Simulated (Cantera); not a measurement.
A perfectly stirred reactor is fed with CH4 : CO2 = 1 : 0.43 (molar parts), at 1.00 bar; it is held at 1600 K, and followed from long to short residence time.

Model: GRI-Mech 3.0 (53 species, 325 reactions), integrated in Cantera. GRI-Mech 3.0 stops at C3 and has no aromatics, soot or wall deposition, so with more carbon than oxygen in the feed, carbon stays in small species such as C2H2 where larger ones or solid carbon would form.

What does this change do: pressure from 1.00 bar to 5.00 bar?


```csv
quantity,before,after
x(CH4) at τ = 1.20 s,0.0921,0.133
x(CO2) at τ = 1.20 s,0.0295,0.0239
x(O) at τ = 1.20 s,5.01e-12,1.44e-12
x(CH2O) at τ = 1.20 s,3.86e-7,5.63e-7
x(CH3) at τ = 1.20 s,0.000137,0.000102
x(CH4) at τ = 26.0 ms,0.469,0.366
x(CO2) at τ = 26.0 ms,0.237,0.183
x(O) at τ = 26.0 ms,2.80e-12,1.21e-12
x(CH2O) at τ = 26.0 ms,4.68e-6,2.02e-6
x(CH3) at τ = 26.0 ms,0.000587,0.000244
```

What does this change do: temperature 1600 to 1423 K?


```json
[
 {"quantity": "x(CH4) at τ = 1.20 s", "before": "0.0921", "after": "0.475"},
 {"quantity": "x(CO2) at τ = 1.20 s", "before": "0.0295", "after": "0.221"},
 {"quantity": "x(O) at τ = 1.20 s", "before": "5.01e-12", "after": "<1e-12"},
 {"quantity": "x(CH2O) at τ = 1.20 s", "before": "3.86e-7", "after": "5.50e-7"},
 {"quantity": "x(CH3) at τ = 1.20 s", "before": "0.000137", "after": "7.01e-5"},
 {"quantity": "x(CH4) at τ = 26.0 ms", "before": "0.469", "after": "0.692"},
 {"quantity": "x(CO2) at τ = 26.0 ms", "before": "0.237", "after": "0.300"},
 {"quantity": "x(O) at τ = 26.0 ms", "before": "2.80e-12", "after": "<1e-12"},
 {"quantity": "x(CH2O) at τ = 26.0 ms", "before": "4.68e-6", "after": "9.65e-7"},
 {"quantity": "x(CH3) at τ = 26.0 ms", "before": "0.000587", "after": "9.85e-5"}
]
```
